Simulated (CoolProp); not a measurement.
Vapour-liquid equilibrium of acetone (1) + ethanol (2) at 271 kPa; x and y are mole fractions of (1).

Computed with CoolProp (multi-fluid Helmholtz-energy mixture model, Lemmon 2006 and Schroeder 2014; pair parameters Bell 2016).

| x | bubble temperature, mixture model (°C) | bubble temperature, Raoult's law (°C) | y, mixture model | y, Raoult's law |
|---|---|---|---|---|
| 0.05 | 103.3 | 104.7 | 0.114 | 0.077 |
| 0.15 | 99.6 | 103.0 | 0.288 | 0.222 |
| 0.25 | 96.8 | 101.2 | 0.415 | 0.354 |
| 0.35 | 94.6 | 99.4 | 0.512 | 0.473 |
| 0.45 | 92.9 | 97.6 | 0.593 | 0.581 |
| 0.55 | 91.6 | 95.8 | 0.664 | 0.678 |
| 0.65 | 90.4 | 94.1 | 0.732 | 0.765 |
| 0.75 | 89.5 | 92.3 | 0.800 | 0.842 |
| 0.85 | 88.8 | 90.6 | 0.874 | 0.911 |
| 0.95 | 88.3 | 88.9 | 0.955 | 0.972 |

The largest gap from Raoult's law is -4.8 K in bubble temperature, at x = 0.35. No azeotrope shows between x = 0.05 and 0.95.

Pair parameters are fitted to limited data, so mixtures are less certain than the pure fluids.
